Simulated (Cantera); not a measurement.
What does this Cantera script print?

```python
import numpy as np
import cantera as ct

gas = ct.Solution("gri30.yaml", transport_model="mixture-averaged")
show = ['H', 'CH3', 'O']

rows = []
print(f"{'T/K':>7s}{'rho':>11s}{'cp':>10s}{'mu':>11s}{'lambda':>11s}{'Pr':>7s}" + "".join(f"{'D_' + s:>11s}" for s in show))
for T in [400, 600, 800, 1000, 1200, 1400, 1600]:
    gas.TPX = T, 1000000, {'CH3OH': 0.58, 'N2': 0.77, 'CO': 0.36, 'C3H8': 0.98}
    Pr = gas.cp_mass * gas.viscosity / gas.thermal_conductivity
    D = [gas.mix_diff_coeffs_mole[gas.species_index(s)] for s in show]
    rows.append([gas.density, gas.cp_mass, gas.viscosity, gas.thermal_conductivity, Pr, *D])
    print(f"{T:7g}{gas.density:11.4e}{gas.cp_mass:10.1f}{gas.viscosity:11.4e}"
          f"{gas.thermal_conductivity:11.4e}{Pr:7.3f}" + "".join(f"{d:11.4e}" for d in D))
print("SI units: kg/m3, J/kg/K, Pa s, W/m/K, m2/s")
```

Result:

```
    T/K        rho        cp         mu     lambda     Pr        D_H      D_CH3        D_O
    400 1.0446e+01    1660.5 1.4573e-05 3.0849e-02  0.784 1.5203e-05 2.8345e-06 4.0110e-06
    600 6.9640e+00    2132.0 2.0482e-05 5.2124e-02  0.838 3.1409e-05 5.8549e-06 8.1385e-06
    800 5.2230e+00    2500.8 2.5630e-05 7.3448e-02  0.873 5.1795e-05 9.6542e-06 1.3300e-05
   1000 4.1784e+00    2785.2 3.0241e-05 9.4011e-02  0.896 7.5881e-05 1.4143e-05 1.9384e-05
   1200 3.4820e+00    2985.2 3.4456e-05 1.1363e-01  0.905 1.0335e-04 1.9261e-05 2.6318e-05
   1400 2.9846e+00    3149.3 3.8367e-05 1.3227e-01  0.914 1.3397e-04 2.4967e-05 3.4047e-05
   1600 2.6115e+00    3282.5 4.2040e-05 1.4997e-01  0.920 1.6756e-04 3.1228e-05 4.2528e-05
SI units: kg/m3, J/kg/K, Pa s, W/m/K, m2/s
```

Model: GRI-Mech 3.0 (53 species, 325 reactions), integrated in Cantera. Polar gases are described roughly by these parameters. The composition is frozen, though it would react at the higher temperatures.
